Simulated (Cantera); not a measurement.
**Equilibrium for calcination and drying: CaCO3 + H2O**

Charge: 1 mol CaCO3, 6.9 mol H2O, held at 0.150 bar.

These are equilibrium values from Cantera (NASA tables, ideal gas, pure condensed phases), not measurements of a reactor. Candidate condensed phases: C, C6H6, C7H8, C8H18, Ca, CaCO3, CaO, Ca(OH)2, H2O; 115 gas species. Rates play no part.

```
T (K)  log p H2O  log p CO2  log p H2  log p O2  log p CO  log p OH  log p H  log p Ca(OH)2  n CaCO3(calcite)  n Ca(OH)2(s)  n CaO(s)
-----  ---------  ---------  --------  --------  --------  --------  -------  -------------  ----------------  ------------  --------
600        -0.82      -5.95      <-12      <-12      <-12      <-12     <-12           <-12             1.000             0         0
700        -0.82      -5.06    -10.84    -11.14      <-12      <-12     <-12           <-12             1.000      0.000401         0
800        -0.82      -3.51     -9.31     -9.61    -12.61    -11.20     <-12           <-12             0.986             0    0.0143
900        -0.84      -2.26     -8.12     -8.42     -9.90     -9.74     <-12           <-12             0.735             0     0.265
1000       -0.88      -1.72     -7.20     -7.47     -8.20     -8.58   -12.25         -11.75                 0             0      1.00
1100       -0.88      -1.72     -6.42     -6.68     -7.26     -7.61   -10.80         -10.49                 0             0      1.00
1200       -0.88      -1.72     -5.77     -6.01     -6.47     -6.80    -9.59          -9.44                 0             0      1.00
1300       -0.88      -1.72     -5.22     -5.45     -5.81     -6.11    -8.57          -8.56                 0             0      1.00
1400       -0.88      -1.72     -4.75     -4.96     -5.25     -5.52    -7.69          -7.80                 0             0     1.000
1500       -0.88      -1.72     -4.34     -4.54     -4.76     -5.01    -6.92          -7.15                 0             0     1.000
1600       -0.88      -1.72     -3.98     -4.16     -4.34     -4.57    -6.25          -6.58                 0             0     1.000
1700       -0.88      -1.72     -3.66     -3.84     -3.97     -4.17    -5.66          -6.07                 0             0     1.000
```
log p: log10 of the partial pressure in bar; n: condensed amount in mol.

At 600 K the condensed part is CaCO3(calcite). At 700 K the condensed part is CaCO3(calcite) + Ca(OH)2(s). From 800 K to 900 K the condensed part is CaCO3(calcite) + CaO(s). From 1000 K to 1700 K the condensed part is CaO(s).
